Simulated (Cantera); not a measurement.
A perfectly stirred reactor is fed with NH3 : H2 = 1 : 1.5 (molar parts), at 130000 Pa; it is held at 2125 K, and followed from long to short residence time.

Detailed kinetics in Cantera: the gas-phase N/H chemistry of the illustrative SiF4/NH3 mechanism in the Surface Chemkin manual (1991). Walls and surfaces, which speed up NH3 decomposition in real reactors, are not modelled.

Problem. What does this change do: H2 1.5 to 5.1 parts?

Solution. 
| quantity | before | after |
|---|---|---|
| x(NH3) at τ = 3.10 s | 0.00301 | 0.00216 |
| x(H2) at τ = 3.10 s | 0.853 | 0.925 |
| x(NH) at τ = 3.10 s | 2.76e-6 | 1.92e-6 |
| x(NH2) at τ = 3.10 s | 3.01e-5 | 2.13e-5 |
| x(N2H2) at τ = 3.10 s | 5.46e-9 | 2.66e-9 |
| x(NH3) at τ = 0.110 s | 0.0318 | 0.0174 |
| x(H2) at τ = 0.110 s | 0.835 | 0.917 |
| x(NH) at τ = 0.110 s | 1.14e-5 | 8.51e-6 |
| x(NH2) at τ = 0.110 s | 0.000201 | 0.000128 |
| x(N2H2) at τ = 0.110 s | 1.72e-7 | 7.70e-8 |

Problem. What does this change do: temperature 2125 to 1550 K?

Solution. 
```csv
quantity,before,after
x(NH3) at τ = 3.10 s,0.00301,0.367
x(H2) at τ = 3.10 s,0.853,0.621
x(NH) at τ = 3.10 s,2.76e-6,5.70e-8
x(NH2) at τ = 3.10 s,3.01e-5,2.40e-5
x(N2H2) at τ = 3.10 s,5.46e-9,4.63e-8
x(NH3) at τ = 0.110 s,0.0318,0.399
x(H2) at τ = 0.110 s,0.835,0.601
x(NH) at τ = 0.110 s,1.14e-5,6.02e-8
x(NH2) at τ = 0.110 s,0.000201,2.57e-5
x(N2H2) at τ = 0.110 s,1.72e-7,5.40e-8
```
